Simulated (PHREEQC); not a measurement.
A solution holds 0.011 mol CaSO4 and 0.0016 mol CO2 per kg of water, at 25 °C. Closed to the air; pH follows from the charge balance.

Equilibrium calculation in PHREEQC: ion-association model, phreeqc.dat.

```csv
quantity,before,after
pH,4.64,1.91
ionic strength (mol/kgw),0.0318,0.0465
HCO3- (mol/kgw),3.58e-5,7.09e-8
```

What was changed between the two runs?
(A) 0.018 mol/kgw HCl added
(B) temperature from 25 to 30 °C
(C) CaSO4 left out
(D) diluted 2-fold with water
(E) CO2 replaced by (NH4)2CO3 at the same molality

A, 0.018 mol/kgw HCl added

No solid was allowed to form.
